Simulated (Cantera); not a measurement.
Charge: 1 mol Si₂H₆, 0.38 mol N₂O, 100 mol N₂, held at 352 °C and 13000 Pa.

These are equilibrium values from Cantera (NASA tables, ideal gas, pure condensed phases), not measurements of a reactor. Candidate condensed phases: H₂O, Si, SiO₂, Si₂N₂O, Si₃N₄; 35 gas species. The feed counts by its element totals alone. Kinetics and transport are ignored.

Base state: N₂ 0.971, H₂ 0.0293, NH₃ 1.77e-5 (mole fractions); condensed: Si₂N₂O(s) + Si₃N₄(s).

**Question.** What changes in the equilibrium state with this change: temperature from 352 °C to 1702 °C?

**Answer.** 
```csv
species,before,after
N₂,0.971,0.966
H₂,0.0293,0.0289
SiO,<1e-9,0.00370
H,<1e-9,0.000645
Si,<1e-9,0.000238
Si₂N,<1e-9,3.01e-5
"Si₂N₂O(s), mol",0.380,0
"Si₃N₄(s), mol",0.413,0.528
```
The tables' values for SiN are old estimates; treat these amounts as uncertain.
